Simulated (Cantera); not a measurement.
A perfectly stirred reactor is fed with H2 : O2 : N2 = 0.83 : 1 : 1.2 (molar parts), equivalence ratio 0.41, at 0.120 bar; it is held at 898 K, and followed from long to short residence time.

Cantera simulation using GRI-Mech 3.0 (53 species, 325 reactions); the numbers are that mechanism's predictions, not measurements. Radical loss at walls, strong at low pressure, is not modelled. Below about 950 K walls govern HO2 and H2O2 in real vessels. The temperature is held fixed by assumption; the heat of reaction is taken as removed at once.

What does this change do: H2 0.83 to 0.64 parts?


```
quantity                 before     after
---------------------  --------  --------
x(H2) at τ = 2.10 s      0.0200    0.0121
x(O2) at τ = 2.10 s       0.231     0.274
x(NO2) at τ = 2.10 s   8.72e-11  1.02e-10
x(H2O) at τ = 2.10 s      0.294     0.240
x(N2O) at τ = 2.10 s    1.13e-8   1.39e-8
x(H2) at τ = 28.0 ms     0.0409    0.0310
x(O2) at τ = 28.0 ms      0.239     0.281
x(NO2) at τ = 28.0 ms  6.07e-11  6.44e-11
x(H2O) at τ = 28.0 ms     0.270     0.219
x(N2O) at τ = 28.0 ms   5.09e-9   5.27e-9
```

What does this change do: H2 0.83 to 3.9 parts?


```csv
quantity,before,after
x(H2) at τ = 2.10 s,0.0200,0.374
x(O2) at τ = 2.10 s,0.231,0.00126
x(NO2) at τ = 2.10 s,8.72e-11,<1e-12
x(H2O) at τ = 2.10 s,0.294,0.389
x(N2O) at τ = 2.10 s,1.13e-8,2.80e-11
x(H2) at τ = 28.0 ms,0.0409,0.386
x(O2) at τ = 28.0 ms,0.239,0.0111
x(NO2) at τ = 28.0 ms,6.07e-11,<1e-12
x(H2O) at τ = 28.0 ms,0.270,0.364
x(N2O) at τ = 28.0 ms,5.09e-9,1.78e-10
```
